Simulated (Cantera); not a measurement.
A closed system holds: 1 mol Cr, 0.054 mol H₂O, equilibrated at 2550 K and 75.0 Torr.

Method: chemical equilibrium by Gibbs-energy minimisation in Cantera with the NASA 1993 tables (ideal gas, pure condensed phases). Candidate condensed phases: Cr, Cr₂O₃, H₂O; 13 gas species. The numbers say what is thermodynamically allowed, not how fast it happens.

Base state: Cr 0.892, CrO 0.0471, H₂ 0.0390, H 0.0195, H₂O 0.00190, CrO₂ 0.000722, OH 0.000209, O 6.80e-5 (mole fractions); condensed: gas only.

### Question
What changes in the equilibrium state with this change: pressure from 75.0 Torr to 750 Torr?

### Answer
| species | before | after |
|---|---|---|
| H₂ | 0.0390 | 0.782 |
| Cr | 0.892 | 0.112 |
| H₂O | 0.00190 | 0.0672 |
| CrO | 0.0471 | 0.0104 |
| H | 0.0195 | 0.0276 |
| O | 6.80e-5 | 1.20e-5 |
| CrO₂ | 0.000722 | 0.000281 |
| OH | 0.000209 | 0.000519 |
| Cr(l), mol | 0 | 0.960 |
| Cr₂O₃(s), mol | 0 | 0.0164 |
Mutual solubility and eutectic melting of coexisting phases are not modelled.
